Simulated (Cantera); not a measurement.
Premixed flame

A freely propagating, adiabatic, planar premixed flame of 28.0 % H2, 14.6 % O2, 54.9 % N2, 2.44 % H2O, equivalence ratio 0.96, unburnt at 450 K and 170000 Pa; mixture-averaged transport, grid criteria slope 0.08 and curve 0.16, no radiation.

Detailed kinetics in Cantera: the H2/O2 subset of GRI-Mech 3.0, which has no nitrogen chemistry. Burning velocities carry a grid error of a few per cent, more on coarse grids.

| z (mm) | T (K) | u (m/s) | x H2 | x O2 | x O | x OH | x H | x H2O2 |
|---|---|---|---|---|---|---|---|---|
| -0.603 | 450 | 3.99 | 0.280 | 0.146 | <1e-8 | <1e-8 | <1e-8 | <1e-8 |
| -0.402 | 450 | 3.99 | 0.280 | 0.146 | <1e-8 | <1e-8 | <1e-8 | <1e-8 |
| -0.302 | 450 | 3.99 | 0.280 | 0.146 | <1e-8 | <1e-8 | <1e-8 | <1e-8 |
| -0.201 | 450 | 3.99 | 0.280 | 0.146 | <1e-8 | <1e-8 | <1e-8 | <1e-8 |
| -0.101 | 470 | 4.11 | 0.270 | 0.148 | 2.26e-6 | 9.11e-6 | 5.31e-6 | 8.24e-6 |
| -0.0503 | 722 | 6.10 | 0.229 | 0.144 | 0.000175 | 0.000932 | 0.00198 | 7.42e-5 |
| 0 | 1192 | 9.74 | 0.147 | 0.111 | 0.00295 | 0.00269 | 0.0174 | 1.95e-5 |
| 0.0503 | 1525 | 12.3 | 0.0737 | 0.0613 | 0.00778 | 0.00795 | 0.0331 | 5.02e-6 |
| 0.101 | 1700 | 13.6 | 0.0463 | 0.0379 | 0.00926 | 0.0122 | 0.0341 | 2.82e-6 |
| 0.201 | 1873 | 14.9 | 0.0371 | 0.0279 | 0.00821 | 0.0151 | 0.0259 | 1.46e-6 |
| 0.402 | 2033 | 16.0 | 0.0323 | 0.0233 | 0.00589 | 0.0157 | 0.0165 | 8.16e-7 |
| 0.805 | 2171 | 16.9 | 0.0260 | 0.0192 | 0.00375 | 0.0146 | 0.00939 | 5.32e-7 |
| 1.61 | 2275 | 17.6 | 0.0194 | 0.0158 | 0.00223 | 0.0126 | 0.00497 | 3.89e-7 |
x: mole fraction of selected species; z is measured from the peak of heat release.

```json
{
 "laminar_burning_velocity": "399 cm/s",
 "thermal_thickness": "0.201 mm",
 "peak x(O)": "0.00929",
 "peak x(OH)": "0.0157",
 "peak x(H)": "0.0349",
 "peak x(H2O2)": "7.44e-5"
}
```
